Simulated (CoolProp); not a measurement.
Vapour-liquid equilibrium of propane (1) + cyclopropane (2) at 535 kPa; x and y are mole fractions of (1).

Computed with CoolProp (multi-fluid Helmholtz-energy mixture model, Lemmon 2009 and Polt 1992; pair parameters Bell 2016). This equation is an older, rougher fit; its heat capacities, sound speeds and derivatives of the liquid may be far off and weren't checked against measurements.

**Question.** Give the bubble temperature and the first vapour's composition at x = 0.125, 0.35, 0.5. Is there an azeotrope?

**Answer.** x = 0.125: 284.8 K, y = 0.180; x = 0.35: 281.2 K, y = 0.433; x = 0.5: 279.6 K, y = 0.570. No azeotrope shows between x = 0.05 and 0.95.

The pair parameters rest on a limited set of measurements; away from them the model extrapolates.
